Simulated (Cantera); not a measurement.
Equilibrium for chlorosilane synthesis and conversion: SiCl4 + Cl2 + H2

Feed: 1 mol SiCl4, 0.55 mol Cl2, 14 mol H2, equilibrated at 1 atm.

These are equilibrium values from Cantera (NASA tables, ideal gas, pure condensed phases), not measurements of a reactor. Candidate condensed phases: Si; 19 gas species. The tables' values for SiCl3 are old estimates; treat these amounts as uncertain. Rates play no part.

```
T (K)   x H2   x HCl  x SiCl4   x SiCl2  x SiHCl3   x SiCl3  x SiH2Cl2
-----  -----  ------  -------  --------  --------  --------  ---------
1025   0.859  0.0766   0.0585   7.37e-6   0.00563  0.000144    6.02e-5
1075   0.857  0.0790   0.0562   3.39e-5   0.00758  0.000347   0.000120
1125   0.854  0.0818   0.0535  0.000131   0.00969  0.000754   0.000216
1175   0.850  0.0855   0.0502  0.000432    0.0118   0.00149   0.000354
1225   0.846  0.0903   0.0462   0.00122    0.0135   0.00267   0.000527
1275   0.839  0.0966   0.0414   0.00295    0.0145   0.00434   0.000707
1325   0.831   0.105   0.0358   0.00611    0.0145   0.00635   0.000846
1375   0.821   0.115   0.0296    0.0109    0.0135   0.00839   0.000908
1425   0.810   0.127   0.0232    0.0171    0.0116    0.0100   0.000886
1475   0.799   0.139   0.0172    0.0240   0.00936    0.0110   0.000801
1525   0.788   0.150   0.0120    0.0310   0.00713    0.0112   0.000683
1575   0.779   0.159  0.00795    0.0372   0.00519    0.0106   0.000560
1625   0.772   0.167  0.00507    0.0424   0.00366   0.00962   0.000447
1675   0.767   0.172  0.00315    0.0466   0.00253   0.00841   0.000352
```
x: gas mole fraction; nothing condenses.

From 1025 K to 1675 K nothing is condensed. The main Si-bearing gas is SiCl4 at 1025 K and SiCl2 at 1675 K.
